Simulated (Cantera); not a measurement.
A closed system holds: 1 mol SiCl₄, 0.017 mol CH₄, 20 mol H₂, held at 2473 K and 1.00 bar.

These are equilibrium values from Cantera (NASA tables, ideal gas, pure condensed phases), not measurements of a reactor. Candidate condensed phases: C, C₆H₆, C₇H₈, C₈H₁₈, Si, SiC; 109 gas species. The tables' values for SiCl, SiCl₃ are old estimates; treat these amounts as uncertain. Gases not in the tables: Si₂H₆ and higher silanes. Kinetics and transport are ignored.

Base state: H₂ 0.822, HCl 0.120, SiCl₂ 0.0265, H 0.0202, Si 0.00387, SiCl 0.00240, Cl 0.00210, SiH 0.000966 (mole fractions); condensed: Si(l).

Problem. What changes in the equilibrium state with this change: CH₄ from 0.017 to 0.42 mol?

Solution. 
| species | before | after |
|---|---|---|
| H₂ | 0.822 | 0.823 |
| HCl | 0.120 | 0.127 |
| SiCl₂ | 0.0265 | 0.0205 |
| Si | 0.00387 | 0.00269 |
| H | 0.0202 | 0.0202 |
| C₂H₂ (acetylene) | 0.000175 | 0.000831 |
| SiC₂ | 2.05e-5 | 6.75e-5 |
| Si(l), mol | 0.200 | 0 |
| SiC(s), mol | 0 | 0.369 |
